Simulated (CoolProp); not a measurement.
Vapour-liquid equilibrium of acetone (1) + ethanol (2) at 93.95 °C; x and y are mole fractions of (1).

Computed with CoolProp (multi-fluid Helmholtz-energy mixture model, Lemmon 2006 and Schroeder 2014; pair parameters Bell 2016).

Q: Give the bubble pressure and the first vapour's composition at x = 0.05, 0.45, 0.65. Is there an azeotrope?

A: x = 0.05: 0.1983 MPa, y = 0.125; x = 0.45: 0.2793 MPa, y = 0.590; x = 0.65: 0.3001 MPa, y = 0.726. No azeotrope shows between x = 0.05 and 0.95.

Pair parameters are fitted to limited data, so mixtures are less certain than the pure fluids.
